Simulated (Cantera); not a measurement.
A closed system holds: 1 mol TiO2, 64 mol H2, at 0.500 bar.

These are equilibrium values from Cantera (NASA tables, ideal gas, pure condensed phases), not measurements of a reactor. Candidate condensed phases: H2O, Ti, TiO, TiO2, Ti2O3, Ti3O5, Ti4O7; 12 gas species. Equilibrium is a limit: real reactors are often held back by kinetics, nucleation or transport. All values below are at 1675 K.

Base state: H2 0.995, H2O 0.00521, H 0.000164 (mole fractions); condensed: Ti3O5(s).

Task: What changes in the equilibrium state with this change: TiO2 replaced by Nb2O5?

Result: 
| species | before | after |
|---|---|---|
| H2 | 0.995 | 0.984 |
| H2O | 0.00521 | 0.0156 |
| H | 0.000164 | 0.000163 |
| Ti3O5(s), mol | 0.333 | 0 |
| NbO2(s), mol | 0 | 2.00 |
Condensed phases not in the tables: the oxides between NbO2 and Nb2O5. Further candidate phases: Nb, NbO, NbO2, Nb2O5.
